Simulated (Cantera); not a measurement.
Charge: 1 mol Fe, 0.75 mol O₂, 1.4 mol H₂, at 1323 K and 15000 Pa.

Method: chemical equilibrium by Gibbs-energy minimisation in Cantera with the NASA 1993 tables (ideal gas, pure condensed phases). Candidate condensed phases: Fe, FeO, Fe(OH)₂, Fe(OH)₃, Fe₂O₃, Fe₃O₄, H₂O; 12 gas species. The tables' stoichiometric FeO is somewhat more stable than real wüstite, so its field is too wide. FeO: taken at fixed stoichiometry. Kinetics and transport are ignored.

Base state: H₂ 0.643, H₂O 0.357 (mole fractions); condensed: FeO(s).

Q: What changes in the equilibrium state with this change: O₂ from 0.75 to 0.025 mol?

A: 
```
species      before   after
-----------  ------  ------
H₂            0.643   0.964
H₂O           0.357  0.0357
FeO(s), mol   1.000       0
Fe(γ), mol        0    1.00
```
